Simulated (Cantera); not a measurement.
Cantera run:

```python
import numpy as np
import cantera as ct

gas_names = [...]  # 123 gases of nasa_gas.yaml made of C, H, O, S
cond_names = """
    C(gr) C6H6(L) C7H8(L) C8H18(L),n-octa H2O(s) H2O(L) H2SO4(L) S(cr1) S(cr2) S(L)
""".split()


# ... load() reads the species with a 1 bar reference pressure and builds the phases ...
atoms = {
    'CS2': {'C': 1, 'S': 2},
    'H2O': {'H': 2, 'O': 1},
    'H2': {'H': 2},
}
top_T = {'C(gr)': 4500}  # K; cautious upper limits of use, not melting points


# ... equilibrate(T, P, feed) seeds the gas with the atoms and calls Mixture.equilibrate('TP', solver="vcs", rtol=1e-11, max_steps=5000) ...
results = []
feed = {'CS2': 1, 'H2O': 0.24, 'H2': 8.9}  # mol
T = 673.15  # K
P = 1000  # Pa
mix = equilibrate(T, P, feed)
results.append((T, P, feed, dict(zip(mix.species_names, mix.species_moles))))
print(gas.report(threshold=1e-05))
for i in range(1, mix.n_phases):
    print(f"{mix.phase(i).name:16s} {mix.phase_moles(i):12.5e} mol")
```

It prints:

```
       temperature   673.15 K
          pressure   1000 Pa
           density   0.0019539 kg/m^3
  mean mol. weight   10.936 kg/kmol
   phase of matter   gas

                          1 kg             1 kmol
                     ---------------   ---------------
          enthalpy       -3.6601e+05       -4.0027e+06  J
   internal energy        -8.778e+05       -9.5996e+06  J
           entropy             20625        2.2556e+05  J/K
    Gibbs function        -1.425e+07       -1.5584e+08  J
 heat capacity c_p            3106.1             33968  J/K
 heat capacity c_v            2345.8             25654  J/K

                      mass frac. Y      mole frac. X     chem. pot. / RT
                     ---------------   ---------------   ---------------
               CH4           0.10071          0.068651           -44.302
                CO         0.0078781         0.0030758           -54.822
               COS        0.00020834        3.7929e-05           -68.779
               CO2          0.005027         0.0012492           -108.59
                H2           0.12384            0.6718           -21.623
               H2O          0.036791          0.022334           -75.389
               H2S           0.72554           0.23285            -35.58
     [ +116 minor]        2.0918e-06        3.1583e-07

C(gr)             3.72961e-01 mol
H2SO4(L)          0.00000e+00 mol
S(L)              0.00000e+00 mol
```

Cantera equilibrium calculation (NASA polynomials, part measured and part estimated; ideal gas, pure solids and liquids).
